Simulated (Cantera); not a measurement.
Feed: 1 mol BN, 1.5 mol NF₃, a varied amount of H₂O, at 1675 K and 1.00 bar.

Method: chemical equilibrium by Gibbs-energy minimisation in Cantera with the NASA 1993 tables (ideal gas, pure condensed phases). Candidate condensed phases: B, BN, B₂O₃, B₃O₃H₃, H₂O; 62 gas species. Gases not in the tables: H₃BO₃. The numbers say what is thermodynamically allowed, not how fast it happens.

Question: At 4 mol H₂O, list the 5 most abundant gas species with their mole fractions, and the condensed phases.

Answer: HF 0.376, H₂O 0.299, N₂ 0.155, BOF 0.0640, O₂ 0.0462. Condensed: gas only.
